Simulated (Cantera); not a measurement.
## Equilibrium for silicon nitride deposition: SiF₄ + NH₃ + N₂

A closed system holds: 1 mol SiF₄, 0.25 mol NH₃, 5.2 mol N₂, held at 1198.15 K and 0.340 bar.

Equilibrium computed with Cantera from the NASA thermochemical tables; the gas is ideal and each condensed phase is pure. Candidate condensed phases: Si, Si₃N₄; 37 gas species. The tables' values for SiF₃ are old estimates; treat these amounts as uncertain. The numbers say what is thermodynamically allowed, not how fast it happens.

| Property | Result |
|---|---|
| x(N₂) | 0.795 |
| x(SiF₄) | 0.149 |
| x(H₂) | 0.0554 |
| x(HF) | 0.000782 |
| x(SiHF₃) | 0.000339 |
| x(SiF₃) | 0.000157 |
| n(Si₃N₄(s)) | 0.000159 mol |
| gas amount | 6.701 mol |
| log10 activity of Si(s) (absent) | -4.67 |
